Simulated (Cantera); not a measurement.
Mixture: C₂H₄ : O₂ : N₂ : CO₂ = 1 : 2.5 : 11.8 : 1.3 (molar parts), at 19500 Torr, adiabatic and at constant pressure. Ignition delay is the time to a rise of 400 K.

Computed with Cantera and GRI-Mech 3.0 (53 species, 325 reactions). GRI-Mech 3.0 was tuned for natural gas; its chemistry of ethylene as a main component is partial and can be far from experiment. The pressure lies above the range GRI-Mech 3.0 was tuned for (to about 10 atm).

| quantity | before | after |
|---|---|---|
| delay at 1025 K | 30.0 ms | 0.115 s |
| delay at 1175 K | 2.06 ms | 0.874 ms |
| delay at 1325 K | 92.2 µs | 0.177 ms |
| delay at 1475 K | 7.12 µs | 82.6 µs |
| delay at 1625 K | 1.72 µs | 48.3 µs |
| apparent activation energy between 1475 and 1625 K | 190 kJ/mol | 71 kJ/mol |

Q: Name the change that produced these shifts.
A. pressure from 19500 Torr to 240 Torr
B. pressure from 19500 Torr to 760 Torr
C. pressure from 19500 Torr to 360 Torr
D. constant volume in place of constant pressure

A: C, pressure from 19500 Torr to 360 Torr
